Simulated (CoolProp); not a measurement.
Vapour-liquid equilibrium of propane (1) + R114 (2) at 325.1 K; x and y are mole fractions of (1).

Computed with CoolProp (multi-fluid Helmholtz-energy mixture model, Lemmon 2009 and Platzer 1990; pair parameters Bell 2016). This equation is an older, rougher fit; its heat capacities, sound speeds and derivatives of the liquid may be far off and weren't checked against measurements.

```csv
x,bubble pressure (MPa),y at the bubble point,dew pressure at overall composition x (MPa),liquid density (mol/L)
0.05,0.5534,0.171,0.4924,8.081
0.15,0.7084,0.390,0.5419,8.250
0.25,0.8514,0.528,0.6014,8.424
0.35,0.9850,0.626,0.6742,8.605
0.45,1.112,0.702,0.7646,8.794
0.55,1.234,0.765,0.8785,8.993
0.65,1.354,0.821,1.023,9.204
0.75,1.475,0.873,1.204,9.431
0.85,1.597,0.923,1.421,9.676
0.95,1.723,0.974,1.663,9.946
```

No azeotrope shows between x = 0.05 and 0.95.

Pair parameters are fitted to limited data, so mixtures are less certain than the pure fluids.
